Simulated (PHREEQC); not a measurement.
# Polishing slurry liquid: speciation

Make-up at 36 °C: 0.4 mmol/kgw K2CO3, 0.000136 mmol/kgw H4SiO4 and 0.56 mmol/kgw KH2PO4. Closed to the air; pH follows from the charge balance.

Equilibrium calculation in PHREEQC: ion-association model, phreeqc.dat.

```yaml
pH: 7.58
ionic_strength: 0.00178 mol/kgw
specific_conductance: 199 µS/cm
total_alkalinity: 0.800 meq/kg
```

| species | molality | activity | log γ |
|---|---|---|---|
| K+ | 0.00136 | 0.00129 | -0.021 |
| HPO4-2 | 0.000416 | 0.000345 | -0.082 |
| HCO3- | 0.000380 | 0.000362 | -0.020 |
| H2PO4- | 0.000143 | 0.000136 | -0.020 |
| CO2 | 1.91e-5 | 1.91e-5 | 0.000 |
| CO3-2 | 9.54e-7 | 7.91e-7 | -0.082 |
| KHPO4- | 9.13e-7 | 8.71e-7 | -0.020 |
| OH- | 9.03e-7 | 8.60e-7 | -0.021 |
| H4SiO4 | 1.35e-7 | 1.35e-7 | 0.000 |
| H+ | 2.72e-8 | 2.60e-8 | -0.019 |
| PO4-3 | 1.14e-8 | 7.38e-9 | -0.187 |
| H3SiO4- | 1.15e-9 | 1.09e-9 | -0.021 |

This is a speciation only: nothing precipitates in the calculation. Complexes and solids missing from the database can't appear. Constants without temperature data keep their 25 °C values here.
